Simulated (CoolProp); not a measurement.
Cyclopropane along the isobar 18.7 MPa: fugacity coefficient from the reference equation and from simpler models built on Tc = 398.7 K, pc = 5.605 MPa, ω = 0.131; each cubic takes its own stable root.

Computed with CoolProp (reference Helmholtz-energy equation of state, Polt 1992). This equation is an older, rougher fit; its heat capacities, sound speeds and derivatives of the liquid may be far off and weren't checked against measurements.

| T (K) | phase | reference | van der Waals | Redlich-Kwong | Soave-Redlich-Kwong | Peng-Robinson |
|---|---|---|---|---|---|---|
| 331.8 | liquid | 0.1116 | 0.2042 | 0.1288 | 0.1184 | 0.1098 |
| 352 | liquid | 0.1563 | 0.2457 | 0.1757 | 0.1662 | 0.1539 |
| 372.2 | liquid | 0.2084 | 0.2889 | 0.2282 | 0.2215 | 0.2051 |
| 392.3 | liquid | 0.2657 | 0.3329 | 0.2842 | 0.2823 | 0.2615 |
| 412.5 | supercritical | 0.3268 | 0.3774 | 0.3425 | 0.3470 | 0.3217 |
| 432.7 | supercritical | 0.3888 | 0.4217 | 0.4010 | 0.4129 | 0.3831 |
| 452.8 | supercritical | 0.4489 | 0.4649 | 0.4577 | 0.4773 | 0.4433 |
| 473 | supercritical | 0.5055 | 0.5069 | 0.5119 | 0.5388 | 0.5010 |
